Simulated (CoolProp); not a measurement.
Properties of methanol at several states.

Computed with CoolProp (reference Helmholtz-energy equation of state, de Reuck 1993).

```json
[
 {"T (°C)": "-47.05", "p (kPa)": "1800", "phase": "liquid", "density (kg/m³)": "855.7", "cv (kJ/(kg K))": "?", "isothermal compressibility (1/MPa)": "?", "fugacity coefficient": "?"},
 {"T (°C)": "44.75", "p (kPa)": "15.8", "phase": "gas", "density (kg/m³)": "0.1930", "cv (kJ/(kg K))": "1.293", "isothermal compressibility (1/MPa)": "63.88", "fugacity coefficient": "0.9928"},
 {"T (°C)": "257.05", "p (kPa)": "12", "phase": "gas", "density (kg/m³)": "0.08726", "cv (kJ/(kg K))": "?", "isothermal compressibility (1/MPa)": "83.37", "fugacity coefficient": "0.9996"},
 {"T (°C)": "112.65", "p (kPa)": "43700", "phase": "liquid", "density (kg/m³)": "751.3", "cv (kJ/(kg K))": "2.571", "isothermal compressibility (1/MPa)": "?", "fugacity coefficient": "?"}
]
```

Complete the blanks.


- -47.05, cv (kJ/(kg K)): 1.813
- -47.05, isothermal compressibility (1/MPa): 0.0007753
- -47.05, fugacity coefficient: 6.028e-5
- 257.05, cv (kJ/(kg K)): 1.677
- 112.65, isothermal compressibility (1/MPa): 0.001272
- 112.65, fugacity coefficient: 0.01965
